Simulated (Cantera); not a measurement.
## Adiabatic ignition

An adiabatic, constant-volume homogeneous reactor starts with CO : H₂ : O₂ : N₂ = 1 : 1.5 : 0.658 : 7.24 (molar parts), equivalence ratio 1.9, at 1050 K and 1.00 bar.

Cantera simulation using GRI-Mech 3.0 (53 species, 325 reactions); the numbers are that mechanism's predictions, not measurements.

| t (s) | T (K) | P (bar) | x CO | x H₂ | x O₂ | x NO | x H₂O | x HO₂ | x H |
|---|---|---|---|---|---|---|---|---|---|
| 4.00e-6 | 1050 | 1.00 | 0.0962 | 0.144 | 0.0633 | <1e-12 | 4.91e-11 | 1.10e-10 | 1.72e-10 |
| 8.23e-6 | 1050 | 1.00 | 0.0962 | 0.144 | 0.0633 | <1e-12 | 2.08e-10 | 2.67e-10 | 4.47e-10 |
| 1.69e-5 | 1050 | 1.00 | 0.0962 | 0.144 | 0.0633 | <1e-12 | 9.30e-10 | 7.74e-10 | 1.24e-9 |
| 3.48e-5 | 1050 | 1.00 | 0.0962 | 0.144 | 0.0633 | <1e-12 | 5.26e-9 | 3.15e-9 | 4.47e-9 |
| 7.16e-5 | 1050 | 1.00 | 0.0962 | 0.144 | 0.0633 | <1e-12 | 5.30e-8 | 2.61e-8 | 3.29e-8 |
| 0.000147 | 1050 | 1.00 | 0.0962 | 0.144 | 0.0633 | <1e-12 | 2.58e-6 | 1.17e-6 | 1.45e-6 |
| 0.000303 | 1273 | 1.20 | 0.0927 | 0.0913 | 0.0386 | 3.07e-7 | 0.0419 | 2.59e-5 | 0.0234 |
| 0.000624 | 2168 | 1.94 | 0.0721 | 0.0473 | 0.000142 | 4.10e-5 | 0.102 | 1.08e-7 | 0.00596 |
| 0.00128 | 2210 | 1.97 | 0.0727 | 0.0480 | 1.85e-5 | 4.39e-5 | 0.104 | 1.27e-8 | 0.00210 |
| 0.00264 | 2219 | 1.98 | 0.0729 | 0.0482 | 5.70e-6 | 4.47e-5 | 0.105 | 3.30e-9 | 0.00117 |
| 0.00543 | 2221 | 1.98 | 0.0729 | 0.0483 | 4.14e-6 | 4.52e-5 | 0.105 | 2.29e-9 | 0.00100 |
| 0.0112 | 2221 | 1.98 | 0.0729 | 0.0483 | 4.07e-6 | 4.61e-5 | 0.105 | 2.25e-9 | 0.000995 |
| 0.0230 | 2221 | 1.98 | 0.0729 | 0.0483 | 4.07e-6 | 4.78e-5 | 0.105 | 2.25e-9 | 0.000995 |
| 0.0473 | 2221 | 1.98 | 0.0729 | 0.0483 | 4.07e-6 | 5.05e-5 | 0.105 | 2.25e-9 | 0.000995 |
| 0.0972 | 2221 | 1.98 | 0.0729 | 0.0483 | 4.07e-6 | 5.38e-5 | 0.105 | 2.24e-9 | 0.000995 |
| 0.200 | 2221 | 1.98 | 0.0729 | 0.0483 | 4.07e-6 | 5.61e-5 | 0.105 | 2.24e-9 | 0.000995 |
x: mole fraction; the columns are a selection and need not sum to one.

```
Item                                                                 Value
---------------------------------  ---------------------------------------
time of steepest temperature rise                                 0.309 ms
temperature at 0.200 s                                              2221 K
equilibrium temperature                                             2221 K
x(CO) at 0.200 s                     0.0729 (gas-phase equilibrium 0.0729)
x(H₂) at 0.200 s                     0.0483 (gas-phase equilibrium 0.0483)
x(O₂) at 0.200 s                   4.07e-6 (gas-phase equilibrium 4.06e-6)
```
